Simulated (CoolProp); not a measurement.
Computed with CoolProp (reference Helmholtz-energy equation of state, Fiedler 2023).

### Question
For tetrahydrofuran, give the phase and the cv (kJ/(kg K)), Joule-Thomson coefficient (K/MPa), isothermal compressibility (1/MPa), expansivity (1/kK) at 321.9 K and 6.06 MPa; 416.5 K and 6.06 MPa; 463.8 K and 6.06 MPa.

### Answer
- 321.9 K and 6.06 MPa: liquid; cv 1.28, Joule-Thomson coefficient -0.382, isothermal compressibility 0.00114, expansivity 1.27
- 416.5 K and 6.06 MPa: liquid; cv 1.61, Joule-Thomson coefficient -0.166, isothermal compressibility 0.00283, expansivity 1.74
- 463.8 K and 6.06 MPa: liquid; cv 1.78, Joule-Thomson coefficient 0.0502, isothermal compressibility 0.00543, expansivity 2.34
